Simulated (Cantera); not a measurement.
Feed: 1 mol CCl4, 0.059 mol CH4, 0.24 mol H2, equilibrated at 2450 K and 9.40 Pa.

Equilibrium computed with Cantera from the NASA thermochemical tables; the gas is ideal and each condensed phase is pure. Candidate condensed phases: C, C6H6, C7H8, C8H18; 91 gas species. Rates play no part.

Base state: Cl 0.843, H 0.118, HCl 0.0325, H2 0.00322, C3 0.00239, C 0.000878, C2 0.000218, C2H 6.61e-5 (mole fractions); condensed: C(graphite).

**Question.** What changes in the equilibrium state with this change: temperature from 2450 K to 2375 K?

**Answer.** 
```
species             before     after
----------------  --------  --------
Cl                   0.843     0.843
H                    0.118    0.0973
HCl                 0.0325    0.0542
C3                 0.00239  0.000680
C2                0.000218   6.12e-5
C                 0.000878  0.000290
C2H                6.61e-5   3.28e-5
Cl2                7.33e-6   1.09e-5
C(graphite), mol      1.02      1.05
```
